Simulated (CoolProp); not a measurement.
A Linde-Hampson liquefier for oxygen: isothermal reversible compression at 290 K from 1 atm to 15 MPa, throttling to 1 atm, return gas leaving the recuperator 10 K below the feed. Each further row changes one setting.

Model: reference Helmholtz-energy equation of state, Schmidt 1985, in CoolProp.

```json
[
 {"case": "as stated", "liquid yield per pass": "0.070", "compression work (kJ/kg of gas)": "370"},
 {"case": "high pressure 30 MPa", "liquid yield per pass": "0.131", "compression work (kJ/kg of gas)": "419"},
 {"case": "warm-end temperature 320 K", "liquid yield per pass": "0.048", "compression work (kJ/kg of gas)": "411"},
 {"case": "warm-end gap 15 K", "liquid yield per pass": "0.059", "compression work (kJ/kg of gas)": "370"}
]
```

Above 300 K oxygen's equation is extrapolated.
